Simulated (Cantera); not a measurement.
Input: 1 mol Ti, 2 mol H2O, a varied amount of H2, equilibrated at 1750 K and 59000 Pa.

These are equilibrium values from Cantera (NASA tables, ideal gas, pure condensed phases), not measurements of a reactor. Candidate condensed phases: H2O, Ti, TiO, TiO2, Ti2O3, Ti3O5, Ti4O7; 12 gas species. Mutual solubility and eutectic melting of coexisting phases are not modelled. Condensed phases not in the tables: Magnéli phases beyond Ti4O7. Equilibrium is a limit: real reactors are often held back by kinetics, nucleation or transport.

log p: log10 of the partial pressure in bar; n: condensed amount in mol.

| n(H2) (mol) | log p H2 | log p H2O | log p H | log p OH | log p TiO2 | n Ti4O7(s) | n Ti3O5(s) |
|---|---|---|---|---|---|---|---|
| 2.8 | -0.25 | -1.51 | -3.76 | -6.25 | -8.98 | 0.250 | 0 |
| 6.2 | -0.24 | -1.75 | -3.75 | -6.49 | -9.04 | 0.250 | 0 |
| 9.5 | -0.24 | -1.78 | -3.75 | -6.53 | -9.05 | 0.0376 | 0.283 |
| 13 | -0.24 | [?] | -3.75 | [?] | -9.08 | 0 | 0.333 |
| 16 | -0.24 | -1.96 | -3.75 | -6.71 | -9.11 | 0 | 0.333 |
| 19 | -0.24 | [?] | -3.75 | [?] | -9.13 | 0 | 0.333 |
| 23 | -0.24 | -2.10 | -3.75 | -6.85 | -9.16 | 0 | 0.333 |
| 26 | -0.23 | -2.15 | -3.75 | -6.90 | -9.18 | 0 | 0.333 |
| 29 | -0.23 | -2.20 | -3.75 | -6.95 | -9.19 | 0 | 0.333 |
| 33 | -0.23 | -2.25 | -3.75 | -7.00 | -9.21 | 0 | 0.333 |
| 36 | -0.23 | -2.29 | -3.75 | -7.03 | -9.22 | 0 | 0.333 |

**Question.** Complete the blanks.

**Answer.** 
- 19, log p H2O: -2.03
- 19, log p OH: -6.78
- 13, log p H2O: -1.88
- 13, log p OH: -6.63
